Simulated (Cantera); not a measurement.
Input: 1 mol FeCl2, 0.3 mol H2, 0.51 mol N2, at 0.00150 bar.

Method: chemical equilibrium by Gibbs-energy minimisation in Cantera with the NASA 1993 tables (ideal gas, pure condensed phases). Candidate condensed phases: Fe, FeCl2, FeCl3, NH4Cl; 18 gas species. Equilibrium is a limit: real reactors are often held back by kinetics, nucleation or transport.

Question: What share of the Fe ends up in condensed phases as a function of T (°C), at 752, 852, 952, 1052, 1152, 1252, 1352?

Answer: 
| T (°C) | Fe condensed (%) | as |
|---|---|---|
| 752 | 24.0 | Fe(α) |
| 852 | 22.4 | Fe(α) |
| 952 | 21.0 | Fe(γ) |
| 1052 | 19.8 | Fe(γ) |
| 1152 | 18.7 | Fe(γ) |
| 1252 | 17.8 | Fe(γ) |
| 1352 | 16.9 | Fe(γ) |
